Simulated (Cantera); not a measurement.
Mixture: CH4 : O2 : N2 = 1 : 1.43 : 5.37 (molar parts), equivalence ratio 1.4, at 31.6 atm, adiabatic and at constant volume. Ignition delay is the time to a rise of 400 K.

Detailed kinetics in Cantera: GRI-Mech 3.0 (53 species, 325 reactions). The pressure lies above the range GRI-Mech 3.0 was tuned for (to about 10 atm).

Task: What does this change do: pressure from 31.6 atm to 3.85 atm?

Result: 
```
quantity                                                before       after
--------------------------------------------------  ----------  ----------
delay at 1050 K                                        11.2 ms     0.125 s
delay at 1150 K                                        2.61 ms     28.8 ms
delay at 1250 K                                       0.782 ms     7.61 ms
delay at 1350 K                                       0.272 ms     2.26 ms
delay at 1450 K                                       0.104 ms    0.743 ms
apparent activation energy between 1350 and 1450 K  160 kJ/mol  180 kJ/mol
```
